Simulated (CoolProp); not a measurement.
A single-stage vapour-compression cycle with R407C: evaporating at 278.15 K (dew point), condensing at 329.15 K (bubble point), superheat 0 K, subcooling 0 K, compressor efficiency 0.85, no pressure losses. Each further row changes one setting.

The numbers come from the reference Helmholtz-energy equation of state, Lemmon 2003 in CoolProp. It is a pseudo-pure fit of the blend.

```json
[
 {"case": "as stated", "cooling COP": "2.84", "pressure ratio": "4.64", "discharge temperature (K)": "353.4", "refrigerating effect (kJ/kg)": "124", "volumetric capacity (kJ/m³)": "2890"},
 {"case": "evaporating temperature 283.15 K", "cooling COP": "3.26", "pressure ratio": "3.93", "discharge temperature (K)": "351.3", "refrigerating effect (kJ/kg)": "126", "volumetric capacity (kJ/m³)": "3470"},
 {"case": "condensing temperature 324.15 K", "cooling COP": "3.28", "pressure ratio": "…", "discharge temperature (K)": "…", "refrigerating effect (kJ/kg)": "133", "volumetric capacity (kJ/m³)": "3100"},
 {"case": "subcooling 5 K", "cooling COP": "…", "pressure ratio": "4.64", "discharge temperature (K)": "353.4", "refrigerating effect (kJ/kg)": "133", "volumetric capacity (kJ/m³)": "3100"},
 {"case": "superheat 10 K", "cooling COP": "2.87", "pressure ratio": "4.64", "discharge temperature (K)": "…", "refrigerating effect (kJ/kg)": "134", "volumetric capacity (kJ/m³)": "2950"},
 {"case": "compressor efficiency 0.75", "cooling COP": "2.50", "pressure ratio": "4.64", "discharge temperature (K)": "…", "refrigerating effect (kJ/kg)": "124", "volumetric capacity (kJ/m³)": "2890"}
]
```

**Question.** Fill in the missing entries.

**Answer.** 
- condensing temperature 324.15 K, pressure ratio: 4.15
- condensing temperature 324.15 K, discharge temperature (K): 347.2
- subcooling 5 K, cooling COP: 3.05
- superheat 10 K, discharge temperature (K): 363.2
- compressor efficiency 0.75, discharge temperature (K): 357.9
